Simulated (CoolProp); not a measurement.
Ethane along the isobar 2.06 MPa: Z from the reference equation and from simpler models built on Tc = 32.2 °C, pc = 4.872 MPa, ω = 0.099; each cubic takes its own stable root.

Computed with CoolProp (reference Helmholtz-energy equation of state, Bücker 2006).

```
T (°C)   phase  reference  Redlich-Kwong  Soave-Redlich-Kwong  Peng-Robinson
------  ------  ---------  -------------  -------------------  -------------
-78.35  liquid    0.07177        0.07495              0.07454        0.06599
-67.35  liquid    0.06981        0.07328              0.07275        0.06434
-56.45  liquid    0.06827        0.07215              0.07148        0.06317
-45.45  liquid    0.06712        0.07155              0.07075        0.06248
-34.55  liquid    0.06640        0.07157              0.07063        0.06234
-23.55  liquid    0.06616        0.07239              0.07128        0.06290
-12.65  liquid    0.06660        0.07437              0.07304        0.06445
-1.65      gas     0.7395         0.7525               0.7470         0.7301
9.25       gas     0.7811         0.7873               0.7841         0.7677
20.25      gas     0.8126         0.8150               0.8136         0.7977
31.15      gas     0.8372         0.8374               0.8373         0.8219
42.15      gas     0.8574         0.8562               0.8572         0.8423
53.05      gas     0.8741         0.8719               0.8738         0.8595
```
